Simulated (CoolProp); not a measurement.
Properties of neopentane along the isotherm 276.85 °C (Tc = 160.6 °C, pc = 3196 kPa, ω = 0.196).

Values from CoolProp's reference Helmholtz-energy equation of state, Lemmon 2006. It is a short technical equation, of lower accuracy than the large ones.

```json
[
 {"p (kPa)": "369", "phase": "gas", "cp (kJ/(kg K))": "2.800", "Joule-Thomson coefficient (K/MPa)": "3.855", "isothermal compressibility (1/MPa)": "2.759"},
 {"p (kPa)": "738", "phase": "gas", "cp (kJ/(kg K))": "2.815", "Joule-Thomson coefficient (K/MPa)": "3.942", "isothermal compressibility (1/MPa)": "1.406"},
 {"p (kPa)": "1110", "phase": "gas", "cp (kJ/(kg K))": "2.832", "Joule-Thomson coefficient (K/MPa)": "4.030", "isothermal compressibility (1/MPa)": "0.9533"},
 {"p (kPa)": "1480", "phase": "gas", "cp (kJ/(kg K))": "2.851", "Joule-Thomson coefficient (K/MPa)": "4.117", "isothermal compressibility (1/MPa)": "0.7296"},
 {"p (kPa)": "1840", "phase": "gas", "cp (kJ/(kg K))": "2.872", "Joule-Thomson coefficient (K/MPa)": "4.200", "isothermal compressibility (1/MPa)": "0.5988"},
 {"p (kPa)": "2210", "phase": "gas", "cp (kJ/(kg K))": "2.894", "Joule-Thomson coefficient (K/MPa)": "4.283", "isothermal compressibility (1/MPa)": "0.5093"},
 {"p (kPa)": "2580", "phase": "gas", "cp (kJ/(kg K))": "2.919", "Joule-Thomson coefficient (K/MPa)": "4.361", "isothermal compressibility (1/MPa)": "0.4458"},
 {"p (kPa)": "2950", "phase": "gas", "cp (kJ/(kg K))": "2.947", "Joule-Thomson coefficient (K/MPa)": "4.433", "isothermal compressibility (1/MPa)": "0.3984"},
 {"p (kPa)": "3320", "phase": "supercritical", "cp (kJ/(kg K))": "2.977", "Joule-Thomson coefficient (K/MPa)": "4.496", "isothermal compressibility (1/MPa)": "0.3617"},
 {"p (kPa)": "3690", "phase": "supercritical", "cp (kJ/(kg K))": "3.010", "Joule-Thomson coefficient (K/MPa)": "4.547", "isothermal compressibility (1/MPa)": "0.3323"},
 {"p (kPa)": "4060", "phase": "supercritical", "cp (kJ/(kg K))": "3.046", "Joule-Thomson coefficient (K/MPa)": "4.585", "isothermal compressibility (1/MPa)": "0.3080"},
 {"p (kPa)": "4430", "phase": "supercritical", "cp (kJ/(kg K))": "3.084", "Joule-Thomson coefficient (K/MPa)": "4.606", "isothermal compressibility (1/MPa)": "0.2875"},
 {"p (kPa)": "4790", "phase": "supercritical", "cp (kJ/(kg K))": "3.123", "Joule-Thomson coefficient (K/MPa)": "4.607", "isothermal compressibility (1/MPa)": "0.2701"}
]
```
